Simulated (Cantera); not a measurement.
Input: 1 mol B2O3, 1.7 mol NH3, 63 mol H2, at 1875 K and 1000 Pa.

Method: chemical equilibrium by Gibbs-energy minimisation in Cantera with the NASA 1993 tables (ideal gas, pure condensed phases). Candidate condensed phases: B, BN, B2O3, B3O3H3, H2O; 39 gas species. Kinetics and transport are ignored.

### Question
What is the equilibrium state?

### Answer
```
Quantity                                  Value
------------------------------------  ---------
x(H2)                                     0.952
x(N2)                                    0.0126
x(HBO)                                   0.0121
x(HBO2)                                 0.00933
x(H)                                    0.00640
x(B2O3)                                 0.00287
x(H2O)                                  0.00257
x(BO)                                   0.00134
x(B2O2)                                0.000512
gas amount                            67.66 mol
log10 activity of B(s) (absent)           -3.06
log10 activity of B3O3H3(s) (absent)     -14.73
```
